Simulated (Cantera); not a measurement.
**Transport properties of process gases**

Gas mixture: NO : CO2 : H2O = 0.86 : 0.44 : 0.29 (molar parts), at 0.0267 bar, frozen composition.

Cantera's kinetic-theory transport with the Lennard-Jones parameters of GRI-Mech 3.0, ideal gas; thermal conductivity in the mixture-averaged form. Polar gases are described roughly by these parameters. The composition is frozen, though it would react at the higher temperatures.

```csv
T (K),ρ (kg/m³),cp (J/kg/K),μ (µPa s),λ (mW/m/K),Pr,D (cm²/s) H2,D (cm²/s) H2O,D (cm²/s) CH3
400,0.0254,1069,20.6,31.0,0.710,47.2,13.2,13.4
550,0.0185,1134,26.6,42.5,0.710,81.1,24.3,23.6
700,0.0145,1195,32.0,54.0,0.710,122,37.9,35.8
850,0.0120,1248,37.0,65.1,0.709,169,53.8,50.0
1000,0.0102,1292,41.6,76.0,0.708,221,71.9,65.9
1150,0.00884,1327,46.0,86.5,0.706,279,91.8,83.4
1300,0.00782,1357,50.2,96.7,0.704,342,114,102
1450,0.00701,1384,54.1,107,0.703,410,137,123
1600,0.00635,1406,57.9,116,0.702,483,162,145
```
D: mixture-averaged diffusion coefficient of that species in the mixture.
